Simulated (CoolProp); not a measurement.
Properties of cyclopentane along the isobar 0.231 MPa.

Computed with CoolProp (reference Helmholtz-energy equation of state, Gedanitz 2015).

```tsv
T (°C)	phase	density (kg/m³)	cv (kJ/(kg K))	expansivity (1/kK)	viscosity (µPa s)	conductivity (mW/(m K))
40.65	liquid	724.9	1.332	1.410	270	121
53.95	liquid	711.1	1.389	1.483	241	116
67.25	liquid	696.8	1.446	1.568	216	111
80.55	gas	5.867	1.365	3.453	8.82	17.9
93.85	gas	5.612	1.428	3.247	9.15	19.3
107.05	gas	5.383	1.491	3.071	9.49	20.7
120.35	gas	5.173	1.554	2.916	9.82	22.2
133.65	gas	4.981	1.618	2.780	10.2	23.8
146.95	gas	4.804	1.680	2.659	10.5	25.4
160.25	gas	4.640	1.742	2.550	10.8	27.1
173.55	gas	4.488	1.804	2.451	11.2	28.8
186.85	gas	4.347	1.864	2.361	11.5	30.6
200.05	gas	4.216	1.923	2.279	11.8	32.3
213.35	gas	4.092	1.982	2.203	12.1	34.1
226.65	gas	3.976	2.039	2.132	12.5	36.0
```

Viscosity comes from a separate model (Chung 1988), a generic estimate that can be far off for the liquid and wasn't checked against measurements. Thermal conductivity comes from a separate model (Vassiliou 2015).
